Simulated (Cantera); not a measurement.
Input (Python, Cantera) and output of one run.

```python
import numpy as np
import cantera as ct

gas_names = """
    C CH CH2 CH3 CH2OH CH3O CH4 CH3OH CN CO CO2 COOH C2 C2H CHCO,ketyl C2H2,acetylene C2H2,vinylidene
    CH2CO,ketene C2H3,vinyl CH3CN CH3CO,acetyl C2H4 C2H4O,ethylen CH3CHO,ethanal CH3COOH (HCOOH)2 C2H5
    C2H6 CH3OCH3 C2H5OH CCN CNC C2N2 C2O C3 C3H3,propargyl C3H4,allene C3H4,propyne C3H4,cyclo-
    C3H5,allyl C3H6,propylene C3H6,cyclo- C3H6O C3H7,n-propyl C3H7,i-propyl C3H8 C3H8O,1propanol
    C3H8O,2propanol C3O2 C4 C4H2 C4H4,1,3-cyclo- C4H6,butadiene C4H6,2-butyne C4H6,cyclo- C4H8,1-butene
    C4H8,cis2-buten C4H8,tr2-butene C4H8,isobutene C4H8,cyclo- (CH3COOH)2 C4H9,n-butyl C4H9,i-butyl
    C4H9,s-butyl C4H9,t-butyl C4H10,isobutane C4H10,n-butane C4N2 C5 C5H6,1,3cyclo- C5H8,cyclo-
    C5H10,1-pentene C5H10,cyclo- C5H11,pentyl C5H11,t-pentyl C5H12,n-pentane C5H12,i-pentane
    CH3C(CH3)2CH3 C6H2 C6H5,phenyl C6H5O,phenoxy C6H6 C6H5OH,phenol C6H10,cyclo- C6H12,1-hexene
    C6H12,cyclo- C6H13,n-hexyl C7H7,benzyl C7H8 C7H8O,cresol C7H14,1-heptene C7H15,n-heptyl
    C7H16,n-heptane C8H8,styrene C8H10,ethylbenz C8H16,1-octene C8H17,n-octyl C8H18,isooctane
    C8H18,n-octane C9H19,n-nonyl C10H8,naphthale C10H21,n-decyl C12H9,o-bipheny C12H10,bipheny H HCN HCO
    HCCN HNC HNCO HNO HNO2 HNO3 HO2 H2 HCHO,formaldehy HCOOH H2O H2O2 N NCO NH NH2 NH3 NH2OH NO NO2 NO3
    N2 N2H2 N2H4 N2O O OH O2 O3
""".split()
cond_names = """
    C(gr) C6H6(L) C7H8(L) C8H18(L),n-octa H2O(s) H2O(L)
""".split()


def load(file, names, dense=False):
    # The tables refer to 1 bar. Condensed volumes are neglected.
    table = {s.name: s for s in ct.Species.list_from_file(file)}
    out = []
    for n in names:
        d = dict(table[n].input_data)
        d["thermo"] = dict(d["thermo"], **{"reference-pressure": 1e5})
        if dense:
            d["equation-of-state"] = {"model": "constant-volume", "density": "1e6 g/cm^3"}
        out.append(ct.Species.from_dict(d))
    return out


gas = ct.Solution(thermo="ideal-gas", species=load("nasa_gas.yaml", gas_names))
cond = {s.name: ct.Solution(thermo="fixed-stoichiometry", species=[s], name=s.name)
        for s in load("nasa_condensed.yaml", cond_names, dense=True)}
atoms = {
    'CO2': {'C': 1, 'O': 2},
    'H2O': {'H': 2, 'O': 1},
    'N2': {'N': 2},
}
top_T = {'C(gr)': 4500}  # K; cautious upper limits of use, not melting points


def equilibrate(T, P, feed):
    n = {}
    for name, mol in feed.items():
        for a, k in atoms[name].items():
            n[a] = n.get(a, 0.0) + k * mol
    gas.TPX = T, P, n
    mass = sum(n.values()) * gas.mean_molecular_weight
    gas.equilibrate("TP")
    valid = [c for c in cond.values() if c.min_temp <= T <= top_T.get(c.name, c.max_temp)]
    mix = ct.Mixture([(gas, mass / gas.mean_molecular_weight)] + [(c, 0.0) for c in valid])
    mix.T, mix.P = T, P
    mix.equilibrate("TP", solver="vcs", rtol=1e-11, max_steps=5000)
    return mix


results = []
feed = {'CO2': 1, 'H2O': 3.2, 'N2': 0.26}  # mol
T = 3073  # K
P = 133.322  # Pa
mix = equilibrate(T, P, feed)
results.append((T, P, feed, dict(zip(mix.species_names, mix.species_moles))))
print(gas.report(threshold=0.001))
for i in range(1, mix.n_phases):
    print(f"{mix.phase(i).name:16s} {mix.phase_moles(i):12.5e} mol")
```

Output:

```
       temperature   3073 K
          pressure   133.32 Pa
           density   4.9332e-05 kg/m^3
  mean mol. weight   9.4543 kg/kmol
   phase of matter   gas

                          1 kg             1 kmol
                     ---------------   ---------------
          enthalpy         2.669e+07        2.5233e+08  J
   internal energy        2.3987e+07        2.2678e+08  J
           entropy             27298        2.5808e+05  J/K
    Gibbs function       -5.7197e+07       -5.4075e+08  J
 heat capacity c_p            2449.1             23155  J/K
 heat capacity c_v            1569.7             14840  J/K

                      mass frac. Y      mole frac. X     chem. pot. / RT
                     ---------------   ---------------   ---------------
                CO           0.25527          0.086161           -42.645
                 H          0.056004           0.52527           -16.104
                H2         0.0020305         0.0095221           -32.208
                NO         0.0050962         0.0016057           -40.423
                N2          0.064348          0.021716           -38.921
                 O            0.5706           0.33718           -20.963
                OH          0.018096           0.01006           -37.067
                O2          0.024542         0.0072512           -41.926
     [ +128 minor]         0.0040214         0.0012316

C(gr)             0.00000e+00 mol
```

These are equilibrium values from Cantera (NASA tables, ideal gas, pure condensed phases), not measurements of a reactor.
